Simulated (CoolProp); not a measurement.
Vapour-liquid equilibrium of isohexane (1) + n-hexane (2) at 1.78 bar; x and y are mole fractions of (1).

Computed with CoolProp (multi-fluid Helmholtz-energy mixture model, Lemmon 2006 and Thol 2019; pair parameters Bell 2016).

| x | bubble temperature, mixture model (K) | bubble temperature, Raoult's law (K) | y, mixture model | y, Raoult's law |
|---|---|---|---|---|
| 0.05 | 360.4 | 360.5 | 0.063 | 0.063 |
| 0.125 | 359.7 | 359.8 | 0.154 | 0.154 |
| 0.2 | 358.9 | 359.1 | 0.241 | 0.241 |
| 0.275 | 358.2 | 358.4 | 0.325 | 0.326 |
| 0.35 | 357.5 | 357.7 | 0.405 | 0.407 |
| 0.425 | 356.8 | 357.0 | 0.482 | 0.485 |
| 0.5 | 356.1 | 356.4 | 0.557 | 0.561 |
| 0.575 | 355.5 | 355.7 | 0.629 | 0.633 |
| 0.65 | 354.8 | 355.1 | 0.698 | 0.704 |
| 0.725 | 354.2 | 354.4 | 0.766 | 0.771 |
| 0.8 | 353.7 | 353.8 | 0.832 | 0.837 |
| 0.875 | 353.1 | 353.2 | 0.896 | 0.900 |
| 0.95 | 352.6 | 352.6 | 0.959 | 0.961 |

The largest gap from Raoult's law is -0.3 K in bubble temperature, at x = 0.5. No azeotrope shows between x = 0.05 and 0.95.

Pair parameters are fitted to limited data, so mixtures are less certain than the pure fluids.
